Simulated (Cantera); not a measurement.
## Gas activation for diamond growth

An isothermal, constant-pressure homogeneous reactor starts with CH4 : H2 : H2O = 0.025 : 1 : 0.0026 (molar parts), at 2375 K and 97.5 Torr.

Model: GRI-Mech 3.0 (53 species, 325 reactions), integrated in Cantera. GRI-Mech 3.0 stops at C3 and has no aromatics, soot or wall deposition, so with more carbon than oxygen in the feed, carbon stays in small species such as C2H2 where larger ones or solid carbon would form.

```json
[
 {"t (s)": "9.00e-5", "x CH4": "0.0206", "x H2": "0.966", "x C2H4": "7.17e-5", "x CH2": "3.02e-5", "x C2H2": "0.000168", "x H": "0.00775", "x C2H6": "2.04e-6"},
 {"t (s)": "0.000277", "x CH4": "0.0131", "x H2": "0.960", "x C2H4": "0.000107", "x CH2": "8.50e-5", "x C2H2": "0.00310", "x H": "0.0170", "x C2H6": "2.13e-6"},
 {"t (s)": "0.000852", "x CH4": "0.00371", "x H2": "0.960", "x C2H4": "1.81e-5", "x CH2": "5.38e-5", "x C2H2": "0.00896", "x H": "0.0233", "x C2H6": "2.34e-7"},
 {"t (s)": "0.00262", "x CH4": "0.000712", "x H2": "0.957", "x C2H4": "2.90e-6", "x CH2": "1.77e-5", "x C2H2": "0.0109", "x H": "0.0287", "x C2H6": "1.04e-8"},
 {"t (s)": "0.00807", "x CH4": "0.000243", "x H2": "0.953", "x C2H4": "1.86e-6", "x CH2": "8.59e-6", "x C2H2": "0.0108", "x H": "0.0337", "x C2H6": "1.40e-9"},
 {"t (s)": "0.0248", "x CH4": "9.22e-5", "x H2": "0.950", "x C2H4": "1.54e-6", "x CH2": "4.05e-6", "x C2H2": "0.0104", "x H": "0.0373", "x C2H6": "2.22e-10"},
 {"t (s)": "0.0765", "x CH4": "2.94e-5", "x H2": "0.949", "x C2H4": "1.48e-6", "x CH2": "1.37e-6", "x C2H2": "0.0104", "x H": "0.0384", "x C2H6": "2.55e-11"},
 {"t (s)": "0.235", "x CH4": "2.85e-5", "x H2": "0.949", "x C2H4": "1.48e-6", "x CH2": "1.33e-6", "x C2H2": "0.0104", "x H": "0.0384", "x C2H6": "2.42e-11"},
 {"t (s)": "0.724", "x CH4": "2.85e-5", "x H2": "0.949", "x C2H4": "1.48e-6", "x CH2": "1.33e-6", "x C2H2": "0.0104", "x H": "0.0384", "x C2H6": "2.42e-11"},
 {"t (s)": "2.23", "x CH4": "2.85e-5", "x H2": "0.949", "x C2H4": "1.48e-6", "x CH2": "1.33e-6", "x C2H2": "0.0104", "x H": "0.0384", "x C2H6": "2.42e-11"},
 {"t (s)": "6.86", "x CH4": "2.85e-5", "x H2": "0.949", "x C2H4": "1.48e-6", "x CH2": "1.33e-6", "x C2H2": "0.0104", "x H": "0.0384", "x C2H6": "2.42e-11"},
 {"t (s)": "21.1", "x CH4": "2.85e-5", "x H2": "0.949", "x C2H4": "1.48e-6", "x CH2": "1.33e-6", "x C2H2": "0.0104", "x H": "0.0384", "x C2H6": "2.42e-11"},
 {"t (s)": "65.0", "x CH4": "2.85e-5", "x H2": "0.949", "x C2H4": "1.48e-6", "x CH2": "1.33e-6", "x C2H2": "0.0104", "x H": "0.0384", "x C2H6": "2.42e-11"},
 {"t (s)": "200", "x CH4": "2.85e-5", "x H2": "0.949", "x C2H4": "1.48e-6", "x CH2": "1.33e-6", "x C2H2": "0.0104", "x H": "0.0384", "x C2H6": "2.42e-11"}
]
```
x: mole fraction; the columns are a selection and need not sum to one.

Equilibrium at this temperature and pressure: CH4 2.87e-5, H2 0.949, C2H4 1.48e-6, CH2 1.34e-6, C2H2 0.0104, H 0.0384, C2H6 2.45e-11 (gas phase only).
